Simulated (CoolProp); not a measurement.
50 sccm (0 °C, 1 atm) of nitrogen bubbles through liquid water at 344.6 K and leaves saturated at a total pressure of 0.15 MPa (ideal gas phase). Each further row changes one setting.

The numbers come from the reference Helmholtz-energy equation of state, Wagner 2002 in CoolProp.

```tsv
case	vapour pressure (kPa)	mole fraction of vapour	delivery (mg/min)	delivery (sccm)	change of delivery for a bath 1 K warmer (%)
as stated	33.2	0.221	11.4	14.2	5.7
bath temperature 349.6 K	41.0	0.273	15.1	18.8	5.9
total pressure 0.3 MPa	33.2	0.111	5.00	6.22	4.9
```
